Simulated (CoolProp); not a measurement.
Computed with CoolProp (reference Helmholtz-energy equation of state, de Reuck 1993).

Task: For methanol, give the phase and the viscosity (µPa s), Prandtl number at 239.7 K and 0.125 MPa; 555.6 K and 0.438 MPa.

Result: 
- 239.7 K and 0.125 MPa: liquid; viscosity 1530, Prandtl number 16.6
- 555.6 K and 0.438 MPa: gas; viscosity 18.3, Prandtl number 0.804

Viscosity comes from a separate model (Xiang 2006). Thermal conductivity comes from a separate model (Sykioti 2013).
